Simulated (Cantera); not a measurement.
Cantera run, input and output.

```python
import numpy as np
import cantera as ct

gas = ct.Solution("gri30.yaml")
gas.TPX = 748, 1300000, {'CO': 1, 'H2': 0.053, 'O2': 0.924, 'N2': 3.88}
inlet = ct.Reservoir(gas, clone=True)
gas.equilibrate("HP")  # start burning
reactor = ct.IdealGasConstPressureReactor(gas, energy="on", clone=False)
exhaust = ct.Reservoir(gas, clone=True)
tau = [0.085, 0.034, 0.014, 0.0057, 0.0023, 0.00093, 0.00038, 0.00015, 6.2e-05, 2.5e-05][0]
for a, b in ((inlet, reactor), (reactor, exhaust)):
    ct.MassFlowController(a, b, mdot=lambda t: reactor.mass / tau)
net = ct.ReactorNet([reactor])
show = ['CO', 'H2', 'O2', 'O', 'H', 'H2O2', 'NO2']

rows = []
print(f"{'tau/s':>10s}{'T/K':>9s}" + "".join(f"{s:>11s}" for s in show))
for tau in [0.085, 0.034, 0.014, 0.0057, 0.0023, 0.00093, 0.00038, 0.00015, 6.2e-05, 2.5e-05]:
    net.initial_time = 0.0
    net.advance(30 * tau)
    before = gas.X
    net.advance(40 * tau)
    drift = np.max(np.abs(gas.X - before) / (gas.X + 1e-9))
    rows.append([gas.T, *gas[show].X, drift])
    print(f"{tau:10.3e}{gas.T:9.1f}" + "".join(f"{x:11.3e}" for x in gas[show].X))
```

Result:

```
     tau/s      T/K         CO         H2         O2          O          H       H2O2        NO2
 8.500e-02   2158.4  1.098e-03  1.036e-05  7.330e-02  1.785e-04  4.546e-06  3.079e-08  9.641e-06
 3.400e-02   2158.4  1.423e-03  1.271e-05  7.401e-02  2.145e-04  6.001e-06  3.431e-08  6.769e-06
 1.400e-02   2154.7  2.074e-03  1.744e-05  7.461e-02  2.875e-04  9.357e-06  4.121e-08  5.233e-06
 5.700e-03   2145.5  3.331e-03  2.649e-05  7.529e-02  4.319e-04  1.725e-05  5.421e-08  4.626e-06
 2.300e-03   2127.9  5.608e-03  4.247e-05  7.628e-02  6.975e-04  3.521e-05  7.660e-08  4.342e-06
 9.300e-04   2097.5  9.499e-03  6.842e-05  7.787e-02  1.150e-03  7.374e-05  1.125e-07  3.797e-06
 3.800e-04   2047.8  1.585e-02  1.071e-04  8.047e-02  1.855e-03  1.493e-04  1.692e-07  2.782e-06
 1.500e-04   1962.2  2.692e-02  1.637e-04  8.512e-02  2.860e-03  2.844e-04  2.719e-07  1.602e-06
 6.200e-05   1800.3  4.875e-02  2.460e-04  9.502e-02  3.522e-03  4.059e-04  5.253e-07  6.904e-07
 2.500e-05    748.0  1.707e-01  9.049e-03  1.578e-01  6.988e-13  1.856e-15  8.340e-17 -3.219e-19
```

Cantera simulation using GRI-Mech 3.0 (53 species, 325 reactions); the numbers are that mechanism's predictions, not measurements. The hydrogen kinetics of GRI-Mech 3.0 are dated; newer H2 mechanisms differ, most at raised pressure. The pressure lies above the range GRI-Mech 3.0 was tuned for (to about 10 atm).
